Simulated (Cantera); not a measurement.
Feed: 1 mol Si, 5.9 mol F₂, 3.9 mol H₂, held at 13.3 mbar.

Cantera equilibrium calculation (NASA polynomials, part measured and part estimated; ideal gas, pure solids and liquids). Candidate condensed phases: Si; 25 gas species. Kinetics and transport are ignored. All values below are at 750 °C.

Base state: HF 0.886, SiF₄ 0.114 (mole fractions); condensed: gas only.

Q: What changes in the equilibrium state with this change: 0.46 mol NH₃ added?

A: 
| species | before | after |
|---|---|---|
| HF | 0.886 | 0.802 |
| SiF₄ | 0.114 | 0.103 |
| H₂ | <1e-9 | 0.0710 |
| N₂ | 0 | 0.0237 |
Further candidate phases: Si₃N₄.

Q: What changes in the equilibrium state with this change: H₂ from 3.9 to 3.1 mol?

A: 
| species | before | after |
|---|---|---|
| HF | 0.886 | 0.718 |
| F | <1e-9 | 0.147 |
| SiF₄ | 0.114 | 0.116 |
| F₂ | <1e-9 | 0.0192 |
